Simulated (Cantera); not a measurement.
Mixture: CO : H₂ : O₂ : N₂ = 1 : 0.38 : 0.363 : 1.37 (molar parts), at 5.00 bar, adiabatic and at constant volume. Ignition delay is the time to a rise of 400 K.

Computed with Cantera and GRI-Mech 3.0 (53 species, 325 reactions). The hydrogen kinetics of GRI-Mech 3.0 are dated; newer H2 mechanisms differ, most at raised pressure. Where the delays flatten at high temperature, the 400 K rule measures the pace of heat release, not the induction time.

Task: Predict: delay at 1075 K; delay at 1275 K; delay at 1475 K; delay at 1675 K; delay at 1875 K.

Result: 
```json
{
 "delay at 1075 K": "0.226 ms",
 "delay at 1275 K": "10.9 µs",
 "delay at 1475 K": "4.47 µs",
 "delay at 1675 K": "2.79 µs",
 "delay at 1875 K": "2.19 µs"
}
```
